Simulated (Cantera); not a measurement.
## Gas-phase reforming

A perfectly stirred reactor is fed with 67.1 % CH4, 23.5 % H2O, 9.40 % H2, at 4650 Torr; it is held at 1823 K, and followed from long to short residence time.

Cantera simulation using GRI-Mech 3.0 (53 species, 325 reactions); the numbers are that mechanism's predictions, not measurements. GRI-Mech 3.0 stops at C3 and has no aromatics, soot or wall deposition, so with more carbon than oxygen in the feed, carbon stays in small species such as C2H2 where larger ones or solid carbon would form.

```
τ (s)     x CH4    x H2O   x H2      x O2    x H2O2      x CO
-------  ------  -------  -----  --------  --------  --------
3.5      0.0550  0.00320  0.717    <1e-12    <1e-12     0.128
1.1      0.0565  0.00938  0.712    <1e-12    <1e-12     0.122
0.36     0.0600   0.0237  0.699    <1e-12    <1e-12     0.109
0.12     0.0676   0.0496  0.674  1.58e-12    <1e-12    0.0862
0.038    0.0845   0.0870  0.634  4.86e-12    <1e-12    0.0551
0.012     0.119    0.125  0.580  1.03e-11  1.52e-12    0.0274
0.0039    0.181    0.154  0.512  1.70e-11  2.31e-12    0.0112
0.0013    0.276    0.176  0.425  2.61e-11  3.08e-12   0.00417
0.00040   0.404    0.198  0.313  3.90e-11  4.08e-12   0.00133
0.00013   0.525    0.217  0.208  4.50e-11  5.10e-12  0.000413
```
x: mole fraction; the columns are a selection and need not sum to one.
